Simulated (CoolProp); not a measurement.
A single-stage vapour-compression cycle with R11: evaporating at 294.15 K (dew point), condensing at 322.15 K (bubble point), superheat 5 K, subcooling 5 K, compressor efficiency 0.6, no pressure losses. Each further row changes one setting.

Model: reference Helmholtz-energy equation of state, Jacobsen 1992, in CoolProp.

```json
[
 {"case": "as stated", "cooling COP": "5.95", "pressure ratio": "2.49", "discharge temperature (K)": "348.0", "refrigerating effect (kJ/kg)": "165", "volumetric capacity (kJ/m³)": "865"},
 {"case": "evaporating temperature 299.15 K", "cooling COP": "7.47", "pressure ratio": "2.09", "discharge temperature (K)": "343.7", "refrigerating effect (kJ/kg)": "167", "volumetric capacity (kJ/m³)": "1040"},
 {"case": "condensing temperature 317.15 K", "cooling COP": "7.35", "pressure ratio": "2.15", "discharge temperature (K)": "339.8", "refrigerating effect (kJ/kg)": "169", "volumetric capacity (kJ/m³)": "889"},
 {"case": "subcooling 10 K", "cooling COP": "6.11", "pressure ratio": "2.49", "discharge temperature (K)": "348.0", "refrigerating effect (kJ/kg)": "169", "volumetric capacity (kJ/m³)": "889"},
 {"case": "superheat 15 K", "cooling COP": "5.94", "pressure ratio": "2.49", "discharge temperature (K)": "359.1", "refrigerating effect (kJ/kg)": "171", "volumetric capacity (kJ/m³)": "864"},
 {"case": "compressor efficiency 0.5", "cooling COP": "4.95", "pressure ratio": "2.49", "discharge temperature (K)": "356.6", "refrigerating effect (kJ/kg)": "165", "volumetric capacity (kJ/m³)": "865"}
]
```
